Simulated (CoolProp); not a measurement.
A Linde-Hampson liquefier for nitrogen: isothermal reversible compression at 290 K from 1 atm to 5 MPa, throttling to 1 atm, return gas leaving the recuperator 10 K below the feed. Each further row changes one setting.

The numbers come from the reference Helmholtz-energy equation of state, Span 2000 in CoolProp.

```json
[
 {"case": "as stated", "liquid yield per pass": "…", "compression work (kJ/kg of gas)": "335"},
 {"case": "high pressure 10 MPa", "liquid yield per pass": "…", "compression work (kJ/kg of gas)": "…"},
 {"case": "warm-end temperature 320 K", "liquid yield per pass": "no liquid", "compression work (kJ/kg of gas)": "…"},
 {"case": "warm-end gap 15 K", "liquid yield per pass": "no liquid", "compression work (kJ/kg of gas)": "335"}
]
```

Question: What belongs in the gaps?

Answer: 
- as stated, liquid yield per pass: 0.002
- high pressure 10 MPa, liquid yield per pass: 0.025
- high pressure 10 MPa, compression work (kJ/kg of gas): 394
- warm-end temperature 320 K, compression work (kJ/kg of gas): 370
